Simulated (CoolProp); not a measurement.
Isobutene along the isobar 0.336 MPa: Z from the reference equation and from simpler models built on Tc = 418.1 K, pc = 4.016 MPa, ω = 0.193; each cubic takes its own stable root.

The numbers come from the reference Helmholtz-energy equation of state, Lemmon 2005 in CoolProp. It is a short technical equation, of lower accuracy than the large ones.

```json
[
 {"T (K)": "317.9", "phase": "gas", "reference": "0.9226"},
 {"T (K)": "334.5", "phase": "gas", "reference": "0.9359"},
 {"T (K)": "351.1", "phase": "gas", "reference": "0.9461"},
 {"T (K)": "367.7", "phase": "gas", "reference": "0.9541"},
 {"T (K)": "384.2", "phase": "gas", "reference": "0.9606"},
 {"T (K)": "400.8", "phase": "gas", "reference": "0.9658"},
 {"T (K)": "417.4", "phase": "gas", "reference": "0.9702"},
 {"T (K)": "434", "phase": "gas", "reference": "0.9739"},
 {"T (K)": "450.5", "phase": "gas", "reference": "0.9769"},
 {"T (K)": "467.1", "phase": "gas", "reference": "0.9796"},
 {"T (K)": "483.7", "phase": "gas", "reference": "0.9819"},
 {"T (K)": "500.3", "phase": "gas", "reference": "0.9839"},
 {"T (K)": "516.8", "phase": "gas", "reference": "0.9856"},
 {"T (K)": "533.4", "phase": "gas", "reference": "0.9871"},
 {"T (K)": "550", "phase": "gas", "reference": "0.9884"}
]
```

**Question.** How far does each simpler model (Pitzer virial, van der Waals, Redlich-Kwong, Soave-Redlich-Kwong, Peng-Robinson) lie from the reference over these 15 states: mean and median of the absolute difference, and the worst?

**Answer.** 
- Pitzer virial: mean 0.1 %, median 0.1 %, worst +0.7 % at 317.9 K and 0.336 MPa
- van der Waals: mean 0.7 %, median 0.3 %, worst +3.0 % at 317.9 K and 0.336 MPa
- Redlich-Kwong: mean 0.3 %, median 0.1 %, worst +1.4 % at 317.9 K and 0.336 MPa
- Soave-Redlich-Kwong: mean 0.2 %, median 0.1 %, worst +0.9 % at 317.9 K and 0.336 MPa
- Peng-Robinson: mean 0.2 %, median 0.2 %, worst +0.5 % at 317.9 K and 0.336 MPa
